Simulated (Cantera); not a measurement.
A closed system holds: 1 mol BaF2, 8.6 mol H2O, 43 mol N2, equilibrated at 0.100 bar.

Method: chemical equilibrium by Gibbs-energy minimisation in Cantera with the NASA 1993 tables (ideal gas, pure condensed phases). Candidate condensed phases: Ba, BaF2, BaO, Ba(OH)2, H2O; 45 gas species. Mutual solubility and eutectic melting of coexisting phases are not modelled. Kinetics and transport are ignored.

Problem. At 1473 K, list the 5 most abundant gas species with their mole fractions, and the condensed phases.

Solution. N2 0.833, H2O 0.166, HF 0.00135, BaF2 0.000184, Ba(OH)2 0.000137. Condensed: BaF2(s) + BaO(s).
